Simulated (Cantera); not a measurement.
Standard-state values (1 bar) from the NASA 1993 polynomials, evaluated with Cantera. Values are per mole of reaction as written; species without (g) are pure solids or liquids, kept so even where they would boil at 1 bar.

1.333 B + O₂(g) = 0.6667 B₂O₃(g)

| T (K) | ΔH° (kJ) | ΔS° (J/K) | ΔG° (kJ) | log10 K |
|---|---|---|---|---|
| 548 | ___ | ___ | ___ | ___ |
| 698 | -558.2 | -25.3 | -540.5 | 40.45 |
| 848 | -558.8 | -26.1 | -536.6 | 33.06 |
| 998 | -559.4 | -26.8 | -532.7 | 27.88 |
| 1148 | -560.1 | -27.4 | -528.6 | 24.05 |
| 1298 | -560.8 | -28.0 | -524.5 | 21.11 |
| 1448 | ___ | ___ | ___ | ___ |
| 1598 | ___ | ___ | ___ | ___ |
| 1748 | -563.3 | -29.7 | -511.5 | 15.28 |
| 1898 | -564.4 | -30.2 | -507.0 | 13.95 |

What belongs in the gaps?


- 548, ΔH° (kJ): -557.7
- 548, ΔS° (J/K): -24.5
- 548, ΔG° (kJ): -544.2
- 548, log10 K: 51.88
- 1448, ΔH° (kJ): -561.6
- 1448, ΔS° (J/K): -28.6
- 1448, ΔG° (kJ): -520.2
- 1448, log10 K: 18.77
- 1598, ΔH° (kJ): -562.4
- 1598, ΔS° (J/K): -29.1
- 1598, ΔG° (kJ): -515.9
- 1598, log10 K: 16.86
